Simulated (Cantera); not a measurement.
Input (Python, Cantera) and output of one run.

```python
import numpy as np
import cantera as ct

gas_names = """
    C CN CO CO2 C2 CCN CNC C2N2 C2O C3 C3O2 C4 C4N2 C5 N NCO NO NO2 NO3 N2 N2O O O2 O3 Ti TiO TiO2
""".split()
cond_names = """
    C(gr) Ti(a) Ti(b) Ti(L) TiC(s) TiC(L) TiN(s) TiN(L) TiO(a) TiO(b) TiO(L) TiO2(ru) TiO2(L) Ti2O3(a)
    Ti2O3(b) Ti2O3(L) Ti3O5(a) Ti3O5(b) Ti3O5(L) Ti4O7(s) Ti4O7(L)
""".split()


def load(file, names, dense=False):
    # The tables refer to 1 bar. Condensed volumes are neglected.
    table = {s.name: s for s in ct.Species.list_from_file(file)}
    out = []
    for n in names:
        d = dict(table[n].input_data)
        d["thermo"] = dict(d["thermo"], **{"reference-pressure": 1e5})
        if dense:
            d["equation-of-state"] = {"model": "constant-volume", "density": "1e6 g/cm^3"}
        out.append(ct.Species.from_dict(d))
    return out


gas = ct.Solution(thermo="ideal-gas", species=load("nasa_gas.yaml", gas_names))
cond = {s.name: ct.Solution(thermo="fixed-stoichiometry", species=[s], name=s.name)
        for s in load("nasa_condensed.yaml", cond_names, dense=True)}
atoms = {
    'TiO2': {'Ti': 1, 'O': 2},
    'CO': {'C': 1, 'O': 1},
    'N2': {'N': 2},
}
top_T = {'C(gr)': 4500}  # K; cautious upper limits of use, not melting points


def equilibrate(T, P, feed):
    n = {}
    for name, mol in feed.items():
        for a, k in atoms[name].items():
            n[a] = n.get(a, 0.0) + k * mol
    gas.TPX = T, P, n
    mass = sum(n.values()) * gas.mean_molecular_weight
    gas.equilibrate("TP")
    valid = [c for c in cond.values() if c.min_temp <= T <= top_T.get(c.name, c.max_temp)]
    mix = ct.Mixture([(gas, mass / gas.mean_molecular_weight)] + [(c, 0.0) for c in valid])
    mix.T, mix.P = T, P
    mix.equilibrate("TP", solver="vcs", rtol=1e-11, max_steps=5000)
    return mix


results = []
feed = {'TiO2': 1, 'CO': 19, 'N2': 4.6}  # mol
T = 1148.15  # K
P = 20  # Pa
mix = equilibrate(T, P, feed)
results.append((T, P, feed, dict(zip(mix.species_names, mix.species_moles))))
x = sorted(zip(gas.X, gas.species_names), reverse=True)
print(f"T = {T:g} K  P = {P:g} Pa  gas = {mix.phase_moles(0):.4g} mol")
print("   x: " + "  ".join(f"{s} {v:.3e}" for v, s in x if v > 0.001))
print("   condensed (mol): " + ("  ".join(f"{mix.phase(i).name} {mix.phase_moles(i):.4g}"
      for i in range(1, mix.n_phases) if mix.phase_moles(i) > 1e-12) or "none"))
```

Result:

```
T = 1148.15 K  P = 20 Pa  gas = 23.6 mol
   x: CO 8.047e-01  N2 1.949e-01
   condensed (mol): TiO2(ru) 0.9627  Ti4O7(s) 0.009328
```

Equilibrium computed with Cantera from the NASA thermochemical tables; the gas is ideal and each condensed phase is pure. Mutual solubility and eutectic melting of coexisting phases are not modelled. Condensed phases not in the tables: Magnéli phases beyond Ti4O7.
